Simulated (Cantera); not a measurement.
# Tantalum, niobium, vanadium and zirconium in process gases: V + N2

Input: 1 mol V, 2.3 mol N2, equilibrated at 0.180 Pa.

Method: chemical equilibrium by Gibbs-energy minimisation in Cantera with the NASA 1993 tables (ideal gas, pure condensed phases). Candidate condensed phases: V, VN; 4 gas species. VN: taken at fixed stoichiometry. Condensed phases not in the tables: V2N, N, O or C dissolved in the metal. Kinetics and transport are ignored.

From 1048 K to 1548 K the condensed part is VN(s). At 1648 K the condensed part is V(s).

```tsv
T (K)	x N2	x V	x VN	x N	n VN(s)	n V(s)
1048	1.00	<1e-12	<1e-12	<1e-12	1.00	0
1148	1.00	<1e-12	<1e-12	<1e-12	1.00	0
1248	1.00	2.10e-10	<1e-12	<1e-12	1.00	0
1348	1.00	3.69e-8	<1e-12	<1e-12	1.00	0
1448	1.000	3.14e-6	6.40e-12	1.14e-11	1.000	0
1548	1.000	0.000149	3.09e-10	1.49e-10	1.000	0
1648	0.998	0.00193	4.02e-9	1.42e-9	0	0.996
```
x: gas mole fraction; n: condensed amount in mol.
